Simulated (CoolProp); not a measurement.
R1234yf at several states: Z from the reference equation and from simpler models built on Tc = 367.8 K, pc = 3.384 MPa, ω = 0.276; each cubic takes its own stable root.

Model: reference Helmholtz-energy equation of state, Lemmon 2022, in CoolProp.

```tsv
T (K)	p (MPa)	phase	reference
259.1	2.77	liquid	0.1194
375.4	0.89	gas	0.9085
191.6	0.247	liquid	0.01263
```

### Question
How far does each simpler model (van der Waals, Redlich-Kwong, Soave-Redlich-Kwong, Peng-Robinson) lie from the reference over these 3 states: mean and median of the absolute difference, and the worst?

### Answer
- van der Waals: mean 46.4 %, median 66.8 %, worst +71.1 % at 191.6 K and 0.247 MPa
- Redlich-Kwong: mean 10.6 %, median 15.4 %, worst +16.2 % at 259.1 K and 2.77 MPa
- Soave-Redlich-Kwong: mean 8.2 %, median 11.6 %, worst +12.6 % at 191.6 K and 0.247 MPa
- Peng-Robinson: mean 0.6 %, median 0.7 %, worst -1.2 % at 259.1 K and 2.77 MPa
